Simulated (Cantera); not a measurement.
A perfectly stirred reactor is fed with H2 : O2 : N2 = 0.83 : 1 : 0.75 (molar parts), equivalence ratio 0.41, at 0.133 bar; it is held at 925 K, and followed from long to short residence time.

Cantera simulation using GRI-Mech 3.0 (53 species, 325 reactions); the numbers are that mechanism's predictions, not measurements. Radical loss at walls, strong at low pressure, is not modelled. Below about 950 K walls govern HO2 and H2O2 in real vessels. The temperature is held fixed by assumption; the heat of reaction is taken as removed at once.

Q: What does this change do: temperature 925 to 775 K?

A: 
```json
[
 {"quantity": "x(H2) at τ = 21.0 s", "before": "0.00745", "after": "0.319"},
 {"quantity": "x(O2) at τ = 21.0 s", "before": "0.273", "after": "0.386"},
 {"quantity": "x(H2O2) at τ = 21.0 s", "before": "0.000162", "after": "0.000505"},
 {"quantity": "x(HO2) at τ = 21.0 s", "before": "3.90e-5", "after": "6.28e-6"},
 {"quantity": "x(H) at τ = 21.0 s", "before": "4.64e-7", "after": "8.56e-9"},
 {"quantity": "x(H2) at τ = 0.310 s", "before": "0.0229", "after": "0.322"},
 {"quantity": "x(O2) at τ = 0.310 s", "before": "0.278", "after": "0.388"},
 {"quantity": "x(H2O2) at τ = 0.310 s", "before": "5.36e-5", "after": "3.96e-9"},
 {"quantity": "x(HO2) at τ = 0.310 s", "before": "8.99e-5", "after": "1.28e-8"},
 {"quantity": "x(H) at τ = 0.310 s", "before": "2.68e-5", "after": "4.29e-12"}
]
```
